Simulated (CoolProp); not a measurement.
Vapour-liquid equilibrium of isohexane (1) + benzene (2) at 232 kPa; x and y are mole fractions of (1).

Computed with CoolProp (multi-fluid Helmholtz-energy mixture model, Lemmon 2006 and Thol 2012; pair parameters Bell 2016).

| x | bubble temperature (°C) | y at the bubble point | dew temperature at overall composition x (°C) | liquid density (mol/L) |
|---|---|---|---|---|
| 0.05 | 106.6 | 0.116 | 108.3 | 9.781 |
| 0.2 | 100.3 | 0.346 | 104.3 | 9.198 |
| 0.35 | 96.6 | 0.495 | 100.2 | 8.653 |
| 0.5 | 94.0 | 0.614 | 96.4 | 8.154 |
| 0.65 | 92.0 | 0.725 | 93.3 | 7.701 |
| 0.8 | 90.4 | 0.839 | 90.9 | 7.290 |
| 0.95 | 89.2 | 0.959 | 89.3 | 6.915 |

No azeotrope shows between x = 0.05 and 0.95.

Pair parameters are fitted to limited data, so mixtures are less certain than the pure fluids.
